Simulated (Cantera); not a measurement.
# Equilibrium for boron, boron nitride and boron oxide: B + H₂ + N₂

Feed: 1 mol B, 1.3 mol H₂, 190 mol N₂, at 22.0 Pa.

Equilibrium computed with Cantera from the NASA thermochemical tables; the gas is ideal and each condensed phase is pure. Candidate condensed phases: B, BN; 15 gas species. Equilibrium is a limit: real reactors are often held back by kinetics, nucleation or transport.

At 2123 K the condensed part is B(s). From 2148 K to 2448 K nothing is condensed. The main B-bearing gas is B throughout.

```
T (K)   x N₂     x H      x B      x H₂     x BN  n B(s)
-----  -----  ------  -------  --------  -------  ------
2123   0.984  0.0100  0.00416   0.00172  4.95e-5   0.186
2148   0.983  0.0106  0.00511   0.00142  5.74e-5       0
2173   0.983  0.0111  0.00511   0.00117  5.43e-5       0
2198   0.982  0.0115  0.00512  0.000946  5.14e-5       0
2223   0.982  0.0119  0.00512  0.000761  4.87e-5       0
2248   0.982  0.0122  0.00512  0.000609  4.63e-5       0
2273   0.982  0.0125  0.00512  0.000484  4.40e-5       0
2298   0.982  0.0127  0.00512  0.000385  4.18e-5       0
2323   0.982  0.0128  0.00513  0.000305  3.98e-5       0
2348   0.982  0.0129  0.00513  0.000242  3.80e-5       0
2373   0.982  0.0130  0.00513  0.000192  3.62e-5       0
2398   0.982  0.0131  0.00513  0.000153  3.46e-5       0
2423   0.982  0.0132  0.00513  0.000122  3.31e-5       0
2448   0.981  0.0132  0.00513   9.73e-5  3.17e-5       0
```
x: gas mole fraction; n: condensed amount in mol.
